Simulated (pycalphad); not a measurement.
An equivalent pycalphad script:

```python
from pycalphad import Database, equilibrium, calculate, variables as v
import numpy as np
db = Database('COST507.tdb')
comps = ['AL', 'SI', 'MN', 'VA']
phases = ['AL11MN4', 'AL12MN', 'AL4MN', 'AL6MN', 'AL8MN5_D810', 'ALMNSI_ALPHA', 'ALMNSI_BETA', 'ALMNSI_DELTA', 'BCC_A2', 'CBCC_A12', 'CUB_A13', 'DIAMOND_A4', 'FCC_A1', 'HCP_A3', 'LIQUID', 'MN11SI19', 'MN3SI', 'MN5SI3', 'MN6SI', 'MN9SI2', 'MNSI']
eq = equilibrium(db, comps, phases, {v.X('SI'): 0.0171, v.X('MN'): 0.0256, v.T: np.arange(1850, 499, -50), v.P: 101325, v.N: 1}, output=['HM', 'SM'])
```

CALPHAD calculation (pycalphad, COST 507 light-alloy database (1999)), 1 atm. The data set is of 1999 and partly superseded. Amounts are mole fractions of atoms. Diffusion is slow at the low end, where real alloys seldom reach equilibrium.

Results at three of the temperatures:

```
T = 1350.00 K, P = 101325 Pa, N = 1 mol of atoms
G = -73083 J/mol, H = 40863 J/mol, S = 84.40 J/(mol K)  (SER reference)
chemical potentials (J/mol): Al -70676, Si -98422, Mn -146168
phase             fraction      x(Al)      x(Si)      x(Mn)
LIQUID              1.0000     0.9573     0.0171     0.0256
```

```
T = 1200.00 K, P = 101325 Pa, N = 1 mol of atoms
G = -60699 J/mol, H = 36069 J/mol, S = 80.64 J/(mol K)  (SER reference)
chemical potentials (J/mol): Al -58428, Si -80741, Mn -132237
phase             fraction      x(Al)      x(Si)      x(Mn)
LIQUID              1.0000     0.9573     0.0171     0.0256
```

```
T = 900.00 K, P = 101325 Pa, N = 1 mol of atoms
G = -38236 J/mol, H = 13878 J/mol, S = 57.90 J/(mol K)  (SER reference)
chemical potentials (J/mol): Al -35898, Si -41531, Mn -123465
phase             fraction      x(Al)      x(Si)      x(Mn)
FCC_A1              0.8638     0.9951     0.0027     0.0022
ALMNSI_ALPHA        0.1362     0.7178     0.1083     0.1739
```

Changes of the phase set, refined by bisection:

| T (K) | phases above | phases below |
|---|---|---|
| 1012.5 | LIQUID | ALMNSI_BETA + LIQUID |
| 963.3 | ALMNSI_BETA + LIQUID | ALMNSI_ALPHA + ALMNSI_BETA + LIQUID |
| 955.6 | ALMNSI_ALPHA + ALMNSI_BETA + LIQUID | ALMNSI_ALPHA + LIQUID |
| 925.6 | ALMNSI_ALPHA + LIQUID | ALMNSI_ALPHA + FCC_A1 + LIQUID |
| 914.4 | ALMNSI_ALPHA + FCC_A1 + LIQUID | ALMNSI_ALPHA + FCC_A1 |

Database names, with the compositions (at.%) that they take in these runs: ALMNSI_BETA: Al 70 Mn 23 Si 7; ALMNSI_ALPHA: Al 71-74 Mn 17 Si 9-12. FCC_A1 is fcc.
